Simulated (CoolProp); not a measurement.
Saturation properties of methanol (Tc = 240.2 °C, pc = 8.216 MPa, ω = 0.565).

Model: reference Helmholtz-energy equation of state, de Reuck 1993, in CoolProp.

| T (°C) | p (MPa) | vapour density (kg/m³) | enthalpy of vaporisation (kJ/kg) | surface tension (mN/m) |
|---|---|---|---|---|
| -40.85 | 0.0001862 | 0.003100 | 1256 | 28.1 |
| -34.55 | 0.0003230 | 0.005241 | 1248 | 27.4 |
| -28.15 | 0.0005476 | 0.008663 | 1241 | 26.8 |
| -21.85 | 0.0008947 | 0.01382 | 1233 | 26.2 |
| -15.55 | 0.001424 | 0.02149 | 1225 | 25.6 |
| -9.15 | 0.002227 | 0.03286 | 1217 | 25.1 |
| -2.85 | 0.003382 | 0.04882 | 1209 | 24.5 |
| 3.45 | 0.005028 | 0.07110 | 1200 | 24.0 |
| 9.85 | 0.007374 | 0.1022 | 1191 | 23.4 |
| 16.15 | 0.01055 | 0.1435 | 1182 | 22.9 |
| 22.45 | 0.01486 | 0.1982 | 1173 | 22.4 |
| 28.85 | 0.02068 | 0.2711 | 1163 | 21.8 |

It boils at 64.5 °C under 1 atm.

Surface tension comes from a separate correlation (Mulero 2012).
